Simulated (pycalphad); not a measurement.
Computed with pycalphad from the COST 507 light-alloy database (1999), at 1 atm. These are 1990s assessments: newer ones move some temperatures and phases.

Problem. How does the equilibrium phase assembly of Si-16.15Al (at.%) change on cooling from 2350 K to 500 K?

Solution. 
```csv
T (K),phases above,phases below
1604.7,liquid,diamond (Si) + liquid
850.1,diamond (Si) + liquid,diamond (Si) + fcc
```
Changes were sought between steps of 50 K, so a narrower field can be missed.
